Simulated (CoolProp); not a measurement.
Vapour-liquid equilibrium of diethyl ether (1) + methanol (2) at 359.5 K; x and y are mole fractions of (1).

Computed with CoolProp (multi-fluid Helmholtz-energy mixture model, Thol 2014 and de Reuck 1993; pair parameters Bell 2016).

Problem. Give the bubble pressure and the first vapour's composition at x = 0.55, 0.75, 0.95. Is there an azeotrope?

Solution. x = 0.55: 0.4570 MPa, y = 0.678; x = 0.75: 0.4793 MPa, y = 0.783; x = 0.95: 0.4789 MPa, y = 0.942. y crosses x between x = 0.85 and 0.95: the model has an azeotrope there.

The pair parameters rest on a limited set of measurements; away from them the model extrapolates.
